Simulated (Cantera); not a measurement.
Charge: 1 mol SiC, 0.76 mol H₂O, 240 mol H₂, held at 1925 K and 0.000670 bar.

Cantera equilibrium calculation (NASA polynomials, part measured and part estimated; ideal gas, pure solids and liquids). Candidate condensed phases: C, C₆H₆, C₇H₈, C₈H₁₈, H₂O, Si, SiC, SiO₂; 123 gas species. Rates play no part.

Base state: H₂ 0.958, H 0.0361, CO 0.00293, Si 0.00279, SiO 0.000155, C₂H₂ (acetylene) 6.43e-5, SiH 5.75e-5, Si₂C 5.49e-5 (mole fractions); condensed: SiC(s).

Q: What changes in the equilibrium state with this change: temperature from 1925 K to 1173 K?

A: 
```
species                before    after
-------------------  --------  -------
H₂                      0.958    0.999
CO                    0.00293  0.00107
SiO                  0.000155  4.58e-5
H                      0.0361  4.55e-6
Si                    0.00279    <1e-9
C₂H₂ (acetylene)      6.43e-5    <1e-9
SiH                   5.75e-5    <1e-9
Si₂C                  5.49e-5    <1e-9
SiC₂                  1.18e-5    <1e-9
SiC(s), mol             0.227    0.743
SiO₂(β-quartz), mol         0    0.246
```
Mutual solubility and eutectic melting of coexisting phases are not modelled. The tables hold silica as quartz up to 1696 K and as liquid above; real silica turns to tridymite and cristobalite and melts near 1996 K.
